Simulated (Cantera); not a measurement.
A Cantera script and what it prints.

```python
import numpy as np
import cantera as ct

gas_names = """
    Ba BaF BaF2 F F2 H HF H2 H2F2 H3F3 H4F4 H5F5 H6F6 H7F7 N NF NF2 NF3 NH NH2 NH3 N2 N2H2 N2H4
""".split()
cond_names = """
    Ba(cr) Ba(L) BaF2(a) BaF2(b,c) BaF2(L)
""".split()


# ... load() reads the species with a 1 bar reference pressure and builds the phases ...
atoms = {
    'BaF2': {'Ba': 1, 'F': 2},
    'HF': {'H': 1, 'F': 1},
    'N2': {'N': 2},
}
top_T = {}  # K; cautious upper limits of use, not melting points


# ... equilibrate(T, P, feed) seeds the gas with the atoms and calls Mixture.equilibrate('TP', solver="vcs", rtol=1e-11, max_steps=5000) ...
results = []
feed = {'BaF2': 1, 'HF': 0.079, 'N2': 4.2}  # mol
P = 31000  # Pa
for T in [998, 1098, 1198, 1298, 1398, 1498, 1598, 1698, 1798, 1898, 1998, 2098, 2198]:
    mix = equilibrate(T, P, feed)
    results.append((T, P, feed, dict(zip(mix.species_names, mix.species_moles))))

top = {s: max(r[3][s] / sum(r[3][g] for g in gas_names) for r in results) for s in gas_names}
cols = sorted((s for s in top if top[s] > 0.001), key=lambda s: -top[s])[:7]
seen = [c for c in cond_names if any(r[3].get(c, 0) > 1e-12 for r in results)]
print("log10 of partial pressures in bar; condensed amounts in mol")
print(f"{'T/K':>10s}" + "".join(f"{s[:9]:>10s}" for s in cols + seen))
for T, P, feed, n in results:
    ng = sum(n[g] for g in gas_names)
    print(f"{T:10.4g}" + "".join(f"{np.log10(max(n[s] / ng * P / 1e5, 1e-99)):10.3f}" for s in cols)
          + "".join(f"{n.get(c, 0):10.4g}" for c in seen))
```

Output:

```
log10 of partial pressures in bar; condensed amounts in mol
       T/K        N2      BaF2        HF   BaF2(a) BaF2(b,c)   BaF2(L)
       998    -0.517   -11.064    -2.242         1         0         0
      1098    -0.517    -9.230    -2.242         1         0         0
      1198    -0.517    -7.723    -2.242         1         0         0
      1298    -0.517    -6.471    -2.242         1         0         0
      1398    -0.517    -5.419    -2.242    0.9999         0         0
      1498    -0.517    -4.524    -2.242         0    0.9996         0
      1598    -0.517    -3.758    -2.243         0    0.9976         0
      1698    -0.518    -3.117    -2.243         0         0    0.9894
      1798    -0.521    -2.571    -2.246         0         0    0.9626
      1898    -0.528    -2.090    -2.254         0         0    0.8848
      1998    -0.548    -1.663    -2.274         0         0    0.6772
      2098    -0.597    -1.281    -2.323         0         0    0.1306
      2198    -0.608    -1.231    -2.334         0         0         0
```

Method: chemical equilibrium by Gibbs-energy minimisation in Cantera with the NASA 1993 tables (ideal gas, pure condensed phases).
